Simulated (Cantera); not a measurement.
Input: 1 mol Si(CH3)4, 2.1 mol CH4, 13 mol H2, at 1.00 bar.

Method: chemical equilibrium by Gibbs-energy minimisation in Cantera with the NASA 1993 tables (ideal gas, pure condensed phases). Candidate condensed phases: C, C6H6, C7H8, C8H18, Si, SiC; 87 gas species. Gases not in the tables: Si2H6 and higher silanes. Kinetics and transport are ignored.

x: gas mole fraction; n: condensed amount in mol.

| T (K) | x H2 | x H | x C2H2 (acetylene) | x CH4 | x CH3 | x SiH2 | x Si | n C(graphite) | n SiC(s) |
|---|---|---|---|---|---|---|---|---|---|
| 1773 | 0.999 | 0.000284 | 0.000140 | 0.000841 | 4.85e-6 | 5.24e-7 | 4.53e-8 | 5.07 | 1.000 |
| 1823 | 0.999 | … | … | … | … | … | … | 5.07 | 1.000 |
| 1873 | 0.998 | 0.000645 | 0.000312 | 0.000608 | 7.89e-6 | 1.63e-6 | 2.93e-7 | 5.07 | 1.000 |
| 1923 | 0.998 | 0.000941 | 0.000450 | 0.000523 | 9.87e-6 | 2.74e-6 | 6.92e-7 | 5.07 | 1.000 |
| 1973 | 0.998 | 0.00135 | 0.000639 | 0.000454 | 1.22e-5 | 4.49e-6 | 1.56e-6 | 5.06 | 1.000 |
| 2023 | 0.997 | … | … | … | … | … | … | 5.05 | 1.000 |
| 2073 | 0.996 | 0.00262 | 0.00122 | 0.000349 | 1.80e-5 | 1.12e-5 | 7.09e-6 | 5.03 | 0.999 |
| 2123 | 0.994 | 0.00358 | 0.00165 | 0.000309 | 2.16e-5 | 1.72e-5 | 1.43e-5 | 5.02 | 0.999 |

What belongs in the gaps?


- 1823, x H: 0.000433
- 1823, x C2H2 (acetylene): 0.000211
- 1823, x CH4: 0.000712
- 1823, x CH3: 6.23e-6
- 1823, x SiH2: 9.37e-7
- 1823, x Si: 1.18e-7
- 2023, x H: 0.00190
- 2023, x C2H2 (acetylene): 0.000890
- 2023, x CH4: 0.000397
- 2023, x CH3: 1.49e-5
- 2023, x SiH2: 7.18e-6
- 2023, x Si: 3.39e-6
